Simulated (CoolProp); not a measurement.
Vapour-liquid equilibrium of CH2F2 (R32) (1) + R236FA (2) at 0.0191 MPa; x and y are mole fractions of (1).

Values from CoolProp's multi-fluid Helmholtz-energy mixture model, Tillner-Roth 1997 and Pan 2012; pair parameters Bell 2016.

| x | bubble temperature (°C) | y at the bubble point | dew temperature at overall composition x (°C) | liquid density (mol/L) |
|---|---|---|---|---|
| 0.05 | -43.6 | 0.412 | -36.3 | 10.65 |
| 0.2 | -58.7 | 0.823 | -39.0 | 12.04 |
| 0.35 | -66.6 | 0.921 | -42.1 | 13.54 |
| 0.5 | -71.3 | 0.958 | -45.9 | 15.28 |
| 0.65 | -74.4 | 0.976 | -50.6 | 17.37 |
| 0.8 | -76.9 | 0.988 | -57.3 | 19.99 |
| 0.95 | -79.0 | 0.997 | -70.2 | 23.38 |

No azeotrope shows between x = 0.05 and 0.95.

Pair parameters are fitted to limited data, so mixtures are less certain than the pure fluids.
